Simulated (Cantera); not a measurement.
# Ti(OiPr)4 + H2O + H2 (titanium nitride, carbide and oxide coatings)

A closed system holds: 1 mol Ti(OiPr)4, 9.5 mol H2O, 35 mol H2, at 1425 °C.

These are equilibrium values from Cantera (NASA tables, ideal gas, pure condensed phases), not measurements of a reactor. Candidate condensed phases: C, C6H6, C7H8, C8H18, H2O, Ti, TiC, TiO, TiO2, Ti2O3, Ti3O5, Ti4O7; 113 gas species. The feed counts by its element totals alone. Mutual solubility and eutectic melting of coexisting phases are not modelled. TiC, TiO: taken at fixed stoichiometry. Condensed phases not in the tables: solid solutions among these carbides, nitrides and lower oxides. Rates play no part.

| P (Pa) | x H2 | x CO | x H | x H2O | x CH4 | x CO2 | x TiO | x C2H2 (acetylene) | n TiO(s) | n Ti2O3(s) | n TiC(s) |
|---|---|---|---|---|---|---|---|---|---|---|---|
| 10 | 0.818 | 0.169 | 0.0131 | 3.52e-5 | 1.41e-11 | 2.14e-6 | 1.81e-5 | 2.16e-12 | 0.00374 | 0.497 | 0 |
| 32 | 0.823 | 0.170 | 0.00733 | 3.54e-5 | 1.47e-10 | 2.14e-6 | 5.65e-6 | 2.24e-11 | 0.00483 | 0.497 | 0 |
| 100 | 0.826 | 0.170 | 0.00416 | 3.56e-5 | 1.45e-9 | 2.15e-6 | 1.81e-6 | 2.20e-10 | 0.00517 | 0.497 | 0 |
| 320 | 0.828 | 0.170 | 0.00233 | 3.74e-5 | 1.42e-8 | 2.25e-6 | 5.51e-7 | 2.05e-9 | 0 | 0.499 | 0.00111 |
| 1000 | 0.829 | 0.170 | 0.00132 | 5.91e-5 | 8.81e-8 | 3.56e-6 | 1.40e-7 | 8.08e-9 | 0 | 0.499 | 0.00176 |
| 3200 | 0.829 | 0.170 | 0.000736 | 9.42e-5 | 5.67e-7 | 5.67e-6 | 3.48e-8 | 3.26e-8 | 0 | 0.499 | 0.00280 |
| 10000 | 0.829 | 0.170 | 0.000416 | 0.000149 | 3.52e-6 | 8.94e-6 | 8.86e-9 | 1.28e-7 | 0 | 0.498 | 0.00434 |
| 32000 | 0.829 | 0.170 | 0.000233 | 0.000237 | 2.26e-5 | 1.42e-5 | 2.19e-9 | 5.18e-7 | 0 | 0.497 | 0.00641 |
| 100000 | 0.829 | 0.170 | 0.000132 | 0.000373 | 0.000140 | 2.24e-5 | 5.59e-10 | 2.03e-6 | 0 | 0.496 | 0.00708 |
x: gas mole fraction; n: condensed amount in mol.

From 0.000100 bar to 0.00100 bar the condensed part is TiO(s) + Ti2O3(s). From 0.00320 bar to 1.00 bar the condensed part is TiC(s) + Ti2O3(s).
